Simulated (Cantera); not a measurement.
Mixture: CH₄ : C₂H₆ : C₃H₈ : O₂ : N₂ : CO₂ = 1 : 0.055 : 0.066 : 3.82 : 14.4 : 2.4 (molar parts), at 1.00 atm, adiabatic and at constant pressure. Ignition delay is the time to a rise of 400 K.

Detailed kinetics in Cantera: GRI-Mech 3.0 (53 species, 325 reactions).

What does this change do: pressure from 1.00 atm to 4.93 atm?


```tsv
quantity	before	after
delay at 1125 K	28.4 ms	7.67 ms
delay at 1225 K	5.86 ms	1.96 ms
delay at 1325 K	1.42 ms	0.541 ms
delay at 1425 K	0.431 ms	0.171 ms
delay at 1525 K	0.167 ms	63.9 µs
delay at 1625 K	79.8 µs	28.3 µs
delay at 1725 K	45.1 µs	14.6 µs
apparent activation energy between 1525 and 1725 K	140 kJ/mol	160 kJ/mol
```

What does this change do: C2H6 0.055 to 0.089 parts?


| quantity | before | after |
|---|---|---|
| delay at 1125 K | 28.4 ms | 17.4 ms |
| delay at 1225 K | 5.86 ms | 4.14 ms |
| delay at 1325 K | 1.42 ms | 1.13 ms |
| delay at 1425 K | 0.431 ms | 0.371 ms |
| delay at 1525 K | 0.167 ms | 0.150 ms |
| delay at 1625 K | 79.8 µs | 73.6 µs |
| delay at 1725 K | 45.1 µs | 41.9 µs |
| apparent activation energy between 1525 and 1725 K | 140 kJ/mol | 140 kJ/mol |

What does this change do: pressure from 1.00 atm to 1.58 atm?


```csv
quantity,before,after
delay at 1125 K,28.4 ms,20.1 ms
delay at 1225 K,5.86 ms,4.41 ms
delay at 1325 K,1.42 ms,1.10 ms
delay at 1425 K,0.431 ms,0.333 ms
delay at 1525 K,0.167 ms,0.126 ms
delay at 1625 K,79.8 µs,58.4 µs
delay at 1725 K,45.1 µs,32.1 µs
apparent activation energy between 1525 and 1725 K,140 kJ/mol,150 kJ/mol
```
